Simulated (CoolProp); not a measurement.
A closed Brayton cycle with carbon dioxide: compressor inlet 328.15 K and 7.9 MPa, high pressure 19.4 MPa, turbine inlet 640 K, compressor efficiency 0.8, turbine efficiency 0.93, recuperator effectiveness 0.8 (on enthalpy, no pinch check). Each further row changes one setting.

Values from CoolProp's reference Helmholtz-energy equation of state, Span 1996.

```csv
case,thermal efficiency (%),net work (kJ/kg),compressor to turbine work,compressor exit (K),turbine exit (K)
as stated,21.1,39.1,0.57,408.4,544.2
turbine inlet 590 K,18.0,29.9,0.63,408.4,(withheld)
compressor inlet 338.15 K,19.3,33.7,0.63,422.9,544.2
high pressure 16.5 MPa,20.4,34.8,(withheld),393.4,561.2
recuperator effectiveness 0.5,(withheld),39.1,0.57,408.4,544.2
```

Problem. Complete the blanks.

Solution. 
- turbine inlet 590 K, turbine exit (K): 498.0
- high pressure 16.5 MPa, compressor to turbine work: 0.54
- recuperator effectiveness 0.5, thermal efficiency (%): 16.9
